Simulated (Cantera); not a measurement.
A closed system holds: 1 mol SiH₄, 12 mol N₂, equilibrated at 10.0 Torr.

These are equilibrium values from Cantera (NASA tables, ideal gas, pure condensed phases), not measurements of a reactor. Candidate condensed phases: Si, Si₃N₄; 18 gas species. N₂ is the only nitrogen source here; it is nearly inert below about 1500 K, so the nitride shown seldom forms there in practice. Kinetics and transport are ignored. All values below are at 1150 °C.

Base state: N₂ 0.850, H₂ 0.150, H 2.23e-5 (mole fractions); condensed: Si₃N₄(s).

What changes in the equilibrium state with this change: 2 mol H₂O added?


```tsv
species	before	after
N₂	0.850	0.750
H₂	0.150	0.250
SiO	0	5.53e-5
H₂O	0	5.53e-5
H	2.23e-5	2.88e-5
Si₃N₄(s), mol	0.333	0
SiO₂(β-quartz), mol	0	0.999
```
The tables hold silica as quartz up to 1696 K and as liquid above; real silica turns to tridymite and cristobalite and melts near 1996 K. Further candidate phases: H₂O, SiO₂, Si₂N₂O.
